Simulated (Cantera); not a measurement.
A Cantera script and what it prints.

```python
import numpy as np
import cantera as ct

gas_names = """
    H H2 H2S Pb PbS Pb2 S SH S2 S8
""".split()
cond_names = """
    Pb(cr) Pb(L) PbS(s) PbS(L) S(cr1) S(cr2) S(L)
""".split()


# ... load() reads the species with a 1 bar reference pressure and builds the phases ...
atoms = {
    'PbS': {'Pb': 1, 'S': 1},
    'H2': {'H': 2},
}
top_T = {}  # K; cautious upper limits of use, not melting points


# ... equilibrate(T, P, feed) seeds the gas with the atoms and calls Mixture.equilibrate('TP', solver="vcs", rtol=1e-11, max_steps=5000) ...
results = []
feed = {'PbS': 1, 'H2': 36}  # mol
P = 6300  # Pa
for T in [748, 898, 1048, 1198, 1348, 1498, 1648, 1798, 1948, 2098]:
    mix = equilibrate(T, P, feed)
    results.append((T, P, feed, dict(zip(mix.species_names, mix.species_moles))))
    x = sorted(zip(gas.X, gas.species_names), reverse=True)
    print(f"T = {T:g} K  P = {P:g} Pa  gas = {mix.phase_moles(0):.4g} mol")
    print("   x: " + "  ".join(f"{s} {v:.3e}" for v, s in x if v > 0.0001))
    print("   condensed (mol): " + ("  ".join(f"{mix.phase(i).name} {mix.phase_moles(i):.4g}"
          for i in range(1, mix.n_phases) if mix.phase_moles(i) > 1e-12) or "none"))
```

It prints:

```
T = 748 K  P = 6300 Pa  gas = 36 mol
   x: H2 9.992e-01  H2S 8.323e-04
   condensed (mol): Pb(L) 0.02996  PbS(s) 0.97
T = 898 K  P = 6300 Pa  gas = 36 mol
   x: H2 9.936e-01  H2S 6.274e-03
   condensed (mol): Pb(L) 0.2251  PbS(s) 0.7716
T = 1048 K  P = 6300 Pa  gas = 36.18 mol
   x: H2 9.717e-01  H2S 2.334e-02  PbS 4.296e-03  Pb 7.094e-04
   condensed (mol): Pb(L) 0.8189
T = 1198 K  P = 6300 Pa  gas = 36.96 mol
   x: H2 9.630e-01  PbS 1.615e-02  H2S 1.089e-02  Pb 9.901e-03
   condensed (mol): Pb(L) 0.03708
T = 1348 K  P = 6300 Pa  gas = 37 mol
   x: H2 9.607e-01  PbS 1.467e-02  Pb 1.235e-02  H2S 1.223e-02
   condensed (mol): none
T = 1498 K  P = 6300 Pa  gas = 37.01 mol
   x: H2 9.591e-01  Pb 1.408e-02  H2S 1.338e-02  PbS 1.293e-02  SH 2.385e-04  S2 2.297e-04
   condensed (mol): none
T = 1648 K  P = 6300 Pa  gas = 37.05 mol
   x: H2 9.576e-01  Pb 1.597e-02  H2S 1.341e-02  PbS 1.102e-02  S2 8.702e-04  SH 7.978e-04  H 3.472e-04
   condensed (mol): none
T = 1798 K  P = 6300 Pa  gas = 37.14 mol
   x: H2 9.556e-01  Pb 1.817e-02  H2S 1.193e-02  PbS 8.748e-03  S2 2.086e-03  SH 1.937e-03  H 1.371e-03  S 1.330e-04
   condensed (mol): none
T = 1948 K  P = 6300 Pa  gas = 37.3 mol
   x: H2 9.518e-01  Pb 2.044e-02  H2S 9.511e-03  PbS 6.372e-03  H 4.392e-03  SH 3.611e-03  S2 3.399e-03  S 5.208e-04
   condensed (mol): none
T = 2098 K  P = 6300 Pa  gas = 37.54 mol
   x: H2 9.433e-01  Pb 2.235e-02  H 1.191e-02  H2S 6.996e-03  SH 5.513e-03  PbS 4.292e-03  S2 4.165e-03  S 1.508e-03
   condensed (mol): none
```

Method: chemical equilibrium by Gibbs-energy minimisation in Cantera with the NASA 1993 tables (ideal gas, pure condensed phases). Gases not in the tables: S3 to S7.
